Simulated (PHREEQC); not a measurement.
1 kg of water holding 0.0061 mol KCl, 0.026 mol Na2CO3, 0.07 mol Na2SO4 and 0.19 mol NaCl is evaporated at 25 °C; the solids stay in contact with the brine. CO2 is held at log p = -3.4 (atm). The run lets Arcanite, Burkeite, Glaserite, Halite, Kalicinite, Mirabilite, Misenite, Nahcolite, Natron, Sylvite, Thenardite, Trona precipitate or redissolve, and no other solid.

The series has 26 steps of water left (kg), from 0.9998 to 0.007443.

Equilibrium calculation in PHREEQC: Pitzer model, pitzer.dat.

Problem. Which solids form, in which order, and at which step of the series does each first stand?

Solution. Thenardite from water left = 0.05272 kg (pH 9.67); Halite from water left = 0.03552 kg (pH 9.71); Trona from water left = 0.03552 kg (pH 9.71), last present at water left = 0.008421 kg; Burkeite from water left = 0.007443 kg (pH 9.74).
